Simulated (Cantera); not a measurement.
An isothermal, constant-pressure homogeneous reactor starts with CH₄ : H₂O : H₂ = 1 : 0.99 : 0.65 (molar parts), at 1475 K and 1200000 Pa. Integrator tolerance rtol = 1e-08.

Cantera simulation using GRI-Mech 3.0 (53 species, 325 reactions); the numbers are that mechanism's predictions, not measurements. The pressure lies above the range GRI-Mech 3.0 was tuned for (to about 10 atm).

### Question
What does this change do: pressure from 1200000 Pa to 500000 Pa?

### Answer
| quantity | before | after |
|---|---|---|
| x(CH₄) at 300 s | 0.0787 (gas-phase equilibrium 0.0106) | 0.0782 (gas-phase equilibrium 0.00527) |
| x(H₂O) at 300 s | 0.0703 (gas-phase equilibrium 0.00762) | 0.0717 (gas-phase equilibrium 0.00279) |
| x(H₂) at 300 s | 0.680 (gas-phase equilibrium 0.772) | 0.680 (gas-phase equilibrium 0.779) |
| x(C₂H₆) at 300 s | 2.79e-5 (gas-phase equilibrium 4.50e-7) | 2.76e-5 (gas-phase equilibrium 1.09e-7) |
| x(H) at 300 s | 3.11e-6 (gas-phase equilibrium 3.31e-6) | 4.81e-6 (gas-phase equilibrium 5.16e-6) |
| x(C₂H) at 300 s | <1e-12 (gas-phase equilibrium <1e-12) | 7.13e-12 (gas-phase equilibrium <1e-12) |
| x(C₂H₄) at 300 s | 0.000326 (gas-phase equilibrium 4.63e-6) | 0.000774 (gas-phase equilibrium 2.68e-6) |
